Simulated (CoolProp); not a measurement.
A Linde-Hampson liquefier for carbon monoxide: isothermal reversible compression at 230 K from 1 atm to 30 MPa, throttling to 1 atm, return gas leaving the recuperator 10 K below the feed. Each further row changes one setting.

Model: reference Helmholtz-energy equation of state, Lemmon 2006, in CoolProp. It is a short technical equation, of lower accuracy than the large ones.

```json
[
 {"case": "as stated", "liquid yield per pass": "0.182", "compression work (kJ/kg of gas)": "376"},
 {"case": "as stated", "liquid yield per pass": "0.182", "compression work (kJ/kg of gas)": "376"},
 {"case": "high pressure 60 MPa", "liquid yield per pass": "[?]", "compression work (kJ/kg of gas)": "[?]"},
 {"case": "warm-end temperature 260 K", "liquid yield per pass": "[?]", "compression work (kJ/kg of gas)": "[?]"},
 {"case": "warm-end gap 15 K", "liquid yield per pass": "[?]", "compression work (kJ/kg of gas)": "376"}
]
```

Task: Fill in the missing entries.

Result: 
- high pressure 60 MPa, liquid yield per pass: 0.166
- high pressure 60 MPa, compression work (kJ/kg of gas): 438
- warm-end temperature 260 K, liquid yield per pass: 0.129
- warm-end temperature 260 K, compression work (kJ/kg of gas): 434
- warm-end gap 15 K, liquid yield per pass: 0.170
